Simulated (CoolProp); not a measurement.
Vapour-liquid equilibrium of carbon dioxide (1) + n-butane (2) at -34.85 °C; x and y are mole fractions of (1).

Computed with CoolProp (multi-fluid Helmholtz-energy mixture model, Span 1996 and Bücker 2006; pair parameters Kunz 2012).

### Question
Give the bubble pressure and the first vapour's composition at x = 0.45, 0.65, 0.85. Is there an azeotrope?

### Answer
x = 0.45: 0.8393 MPa, y = 0.976; x = 0.65: 0.9485 MPa, y = 0.981; x = 0.85: 1.064 MPa, y = 0.987. No azeotrope shows between x = 0.05 and 0.95.

Pair parameters are fitted to limited data, so mixtures are less certain than the pure fluids. With so large a gap from Raoult's law the liquid may split in two, which this calculation doesn't test in full.
